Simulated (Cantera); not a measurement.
A closed system holds: 1 mol Si, 18 mol HCl, held at 1148 K and 1.00 Torr.

Method: chemical equilibrium by Gibbs-energy minimisation in Cantera with the NASA 1993 tables (ideal gas, pure condensed phases). Candidate condensed phases: Si; 19 gas species. The tables' values for SiCl₃ are old estimates; treat these amounts as uncertain. The numbers say what is thermodynamically allowed, not how fast it happens.

Base state: HCl 0.825, H₂ 0.117, SiCl₄ 0.0572, SiCl₃ 0.00118, SiCl₂ 0.000270, SiHCl₃ 0.000162 (mole fractions); condensed: gas only.

Problem. What changes in the equilibrium state with this change: HCl from 18 to 5.3 mol?

Solution. 
| species | before | after |
|---|---|---|
| H₂ | 0.117 | 0.422 |
| HCl | 0.825 | 0.351 |
| SiCl₄ | 0.0572 | 0.187 |
| SiCl₂ | 0.000270 | 0.0176 |
| SiCl₃ | 0.00118 | 0.0173 |
| SiH₂Cl₂ | 5.75e-8 | 1.36e-5 |
| SiHCl₃ | 0.000162 | 0.00451 |
